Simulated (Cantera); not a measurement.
Feed: 1 mol B₂O₃, 1.6 mol F₂, 1.5 mol O₂, 0.072 mol Cl₂, held at 75.0 Torr.

Cantera equilibrium calculation (NASA polynomials, part measured and part estimated; ideal gas, pure solids and liquids). Candidate condensed phases: B, B₂O₃; 32 gas species. The tables' values for BOCl are old estimates; treat these amounts as uncertain. Rates play no part.

Problem. At 1723 K, list the 5 most abundant gas species with their mole fractions, and the condensed phases.

Solution. O₂ 0.519, BOF 0.314, BF₃ 0.135, Cl 0.0288, Cl₂ 0.00177. Condensed: gas only.
